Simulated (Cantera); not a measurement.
**Hydrocarbon pyrolysis for carbon deposition**

An isothermal, constant-pressure homogeneous reactor starts with 42.5 % C2H4, 55.2 % H2, 2.34 % H2O, at 1475 K and 1.18 atm.

Detailed kinetics in Cantera: GRI-Mech 3.0 (53 species, 325 reactions). GRI-Mech 3.0 was tuned for natural gas; its chemistry of ethylene as a main component is partial and can be far from experiment. GRI-Mech 3.0 stops at C3 and has no aromatics, soot or wall deposition, so with more carbon than oxygen in the feed, carbon stays in small species such as C2H2 where larger ones or solid carbon would form.

```tsv
t (s)	x C2H4	x H2	x C2H2	x H	x CH3	x C2H6
3.00e-6	0.425	0.552	1.13e-5	1.17e-8	2.93e-12	2.99e-9
9.53e-6	0.425	0.552	3.60e-5	3.58e-8	4.87e-11	3.34e-8
3.02e-5	0.424	0.552	0.000117	1.13e-7	6.01e-10	3.50e-7
9.60e-5	0.424	0.552	0.000396	3.82e-7	6.68e-9	3.64e-6
0.000305	0.422	0.553	0.00163	2.06e-6	1.02e-7	4.74e-5
0.000968	0.395	0.560	0.0199	2.49e-5	6.19e-6	0.00110
0.00307	0.247	0.596	0.121	3.71e-5	2.37e-5	0.00148
0.00976	0.102	0.628	0.220	3.14e-5	3.37e-5	0.000626
0.0310	0.0643	0.623	0.242	2.37e-5	4.09e-5	0.000381
0.0984	0.0597	0.593	0.238	1.74e-5	5.38e-5	0.000344
0.312	0.0539	0.548	0.229	1.19e-5	6.52e-5	0.000310
0.992	0.0486	0.506	0.221	8.95e-6	7.27e-5	0.000295
3.15	0.0470	0.497	0.217	8.41e-6	7.45e-5	0.000294
10.0	0.0464	0.502	0.212	8.44e-6	7.44e-5	0.000293
```
x: mole fraction; the columns are a selection and need not sum to one.

Equilibrium at this temperature and pressure: C2H4 0.0455, H2 0.509, C2H2 0.205, H 8.50e-6, CH3 7.41e-5, C2H6 0.000291 (gas phase only).
